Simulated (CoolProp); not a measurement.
Ethanol along the isotherm 266.25 °C: fugacity coefficient from the reference equation and from simpler models built on Tc = 241.6 °C, pc = 6.268 MPa, ω = 0.644; each cubic takes its own stable root.

The numbers come from the reference Helmholtz-energy equation of state, Schroeder 2014 in CoolProp.

```json
[
 {"p (MPa)": "0.0991", "phase": "gas", "reference": "0.9963"},
 {"p (MPa)": "0.176", "phase": "gas", "reference": "0.9934"},
 {"p (MPa)": "0.313", "phase": "gas", "reference": "0.9882"},
 {"p (MPa)": "0.557", "phase": "gas", "reference": "0.9790"},
 {"p (MPa)": "0.991", "phase": "gas", "reference": "0.9627"},
 {"p (MPa)": "1.76", "phase": "gas", "reference": "0.9339"},
 {"p (MPa)": "3.13", "phase": "gas", "reference": "0.8827"},
 {"p (MPa)": "5.57", "phase": "gas", "reference": "0.7899"},
 {"p (MPa)": "9.91", "phase": "supercritical", "reference": "0.6022"},
 {"p (MPa)": "17.6", "phase": "supercritical", "reference": "0.4067"},
 {"p (MPa)": "31.3", "phase": "supercritical", "reference": "0.2987"}
]
```

Q: How far does each simpler model (Redlich-Kwong, Soave-Redlich-Kwong, Peng-Robinson) lie from the reference over these 11 states: mean and median of the absolute difference, and the worst?

A: 
- Redlich-Kwong: mean 2.4 %, median 1.7 %, worst -8.1 % at 266.25 °C and 9.91 MPa
- Soave-Redlich-Kwong: mean 2.5 %, median 1.2 %, worst +12.3 % at 266.25 °C and 31.3 MPa
- Peng-Robinson: mean 2.4 %, median 1.5 %, worst -6.9 % at 266.25 °C and 9.91 MPa
